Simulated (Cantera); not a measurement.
Feed: 1 mol ZrO2, 5.7 mol H2, 5.2 mol N2, equilibrated at 1425 K and 0.0100 bar.

Equilibrium computed with Cantera from the NASA thermochemical tables; the gas is ideal and each condensed phase is pure. Candidate condensed phases: H2O, Zr, ZrN, ZrO2; 28 gas species. Rates play no part.

Q: What is the equilibrium state?

A: 
```json
{
  "x(H2)": "0.523",
  "x(N2)": "0.477",
  "x(H)": "4.93e-5",
  "x(H2O)": "2.39e-6",
  "n(ZrO2(monoclinic))": "1.000 mol",
  "gas_amount": "10.90 mol",
  "log10 activity of Zr(β) (absent)": "-7.39"
}
```
